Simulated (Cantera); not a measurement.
Feed: 1 mol PbO, 0.066 mol H2, 85 mol N2, at 20.3 Torr.

These are equilibrium values from Cantera (NASA tables, ideal gas, pure condensed phases), not measurements of a reactor. Candidate condensed phases: H2O, Pb, PbO, PbO2, Pb3O4; 27 gas species. Gases not in the tables: (PbO)n polymers. Equilibrium is a limit: real reactors are often held back by kinetics, nucleation or transport.

log p: log10 of the partial pressure in bar; n: condensed amount in mol.

```json
[
 {"T (°C)": "402", "log p N2": "-1.57", "log p PbO": "-13.56", "log p Pb": "-9.47", "log p O2": "<-13", "log p H2O": "-4.68", "log p NO": "<-13", "log p OH": "<-13", "n Pb(l)": "0.0660", "n PbO(red)": "0.934", "n PbO(yellow)": "0", "n PbO(l)": "0"},
 {"T (°C)": "477", "log p N2": "-1.57", "log p PbO": "-11.38", "log p Pb": "-8.02", "log p O2": "<-13", "log p H2O": "-4.68", "log p NO": "<-13", "log p OH": "<-13", "n Pb(l)": "0.0660", "n PbO(red)": "0.934", "n PbO(yellow)": "0", "n PbO(l)": "0"},
 {"T (°C)": "552", "log p N2": "-1.57", "log p PbO": "-9.60", "log p Pb": "-6.84", "log p O2": "<-13", "log p H2O": "-4.68", "log p NO": "<-13", "log p OH": "<-13", "n Pb(l)": "0.0655", "n PbO(red)": "0", "n PbO(yellow)": "0.934", "n PbO(l)": "0"},
 {"T (°C)": "627", "log p N2": "-1.57", "log p PbO": "-8.13", "log p Pb": "-5.86", "log p O2": "<-13", "log p H2O": "-4.68", "log p NO": "-12.92", "log p OH": "(withheld)", "n Pb(l)": "0.0617", "n PbO(red)": "0", "n PbO(yellow)": "0.934", "n PbO(l)": "0"},
 {"T (°C)": "702", "log p N2": "-1.57", "log p PbO": "-6.89", "log p Pb": "-5.04", "log p O2": "-13.04", "log p H2O": "-4.68", "log p NO": "-11.54", "log p OH": "(withheld)", "n Pb(l)": "0.0371", "n PbO(red)": "0", "n PbO(yellow)": "0.934", "n PbO(l)": "0"},
 {"T (°C)": "777", "log p N2": "-1.57", "log p PbO": "-5.83", "log p Pb": "-4.68", "log p O2": "-10.68", "log p H2O": "-4.68", "log p NO": "-10.01", "log p OH": "(withheld)", "n Pb(l)": "0", "n PbO(red)": "0", "n PbO(yellow)": "0.929", "n PbO(l)": "0"},
 {"T (°C)": "852", "log p N2": "-1.57", "log p PbO": "-4.92", "log p Pb": "-4.68", "log p O2": "-8.02", "log p H2O": "-4.68", "log p NO": "-8.38", "log p OH": "(withheld)", "n Pb(l)": "0", "n PbO(red)": "0", "n PbO(yellow)": "0.896", "n PbO(l)": "0"},
 {"T (°C)": "927", "log p N2": "-1.57", "log p PbO": "-4.17", "log p Pb": "-4.63", "log p O2": "-5.89", "log p H2O": "-4.68", "log p NO": "-7.05", "log p OH": "(withheld)", "n Pb(l)": "0", "n PbO(red)": "0", "n PbO(yellow)": "0", "n PbO(l)": "0.710"},
 {"T (°C)": "1002", "log p N2": "-1.57", "log p PbO": "-3.59", "log p Pb": "-4.27", "log p O2": "-4.79", "log p H2O": "-4.68", "log p NO": "-6.27", "log p OH": "(withheld)", "n Pb(l)": "0", "n PbO(red)": "0", "n PbO(yellow)": "0", "n PbO(l)": "0"},
 {"T (°C)": "1077", "log p N2": "-1.57", "log p PbO": "-3.62", "log p Pb": "-4.13", "log p O2": "-4.58", "log p H2O": "-4.68", "log p NO": "-5.95", "log p OH": "(withheld)", "n Pb(l)": "0", "n PbO(red)": "0", "n PbO(yellow)": "0", "n PbO(l)": "0"},
 {"T (°C)": "1152", "log p N2": "-1.57", "log p PbO": "-3.67", "log p Pb": "-4.00", "log p O2": "-4.41", "log p H2O": "-4.69", "log p NO": "-5.68", "log p OH": "(withheld)", "n Pb(l)": "0", "n PbO(red)": "0", "n PbO(yellow)": "0", "n PbO(l)": "0"},
 {"T (°C)": "1227", "log p N2": "-1.57", "log p PbO": "-3.73", "log p Pb": "-3.89", "log p O2": "-4.29", "log p H2O": "-4.69", "log p NO": "-5.45", "log p OH": "(withheld)", "n Pb(l)": "0", "n PbO(red)": "0", "n PbO(yellow)": "0", "n PbO(l)": "0"},
 {"T (°C)": "1302", "log p N2": "-1.58", "log p PbO": "-3.80", "log p Pb": "-3.81", "log p O2": "-4.19", "log p H2O": "-4.69", "log p NO": "-5.25", "log p OH": "(withheld)", "n Pb(l)": "0", "n PbO(red)": "0", "n PbO(yellow)": "0", "n PbO(l)": "0"}
]
```

### Question
Complete the blanks.

### Answer

- 627, log p OH: -13.30
- 702, log p OH: -12.09
- 777, log p OH: -10.87
- 852, log p OH: -9.67
- 927, log p OH: -8.67
- 1002, log p OH: -7.98
- 1077, log p OH: -7.55
- 1152, log p OH: -7.18
- 1227, log p OH: -6.85
- 1302, log p OH: -6.56
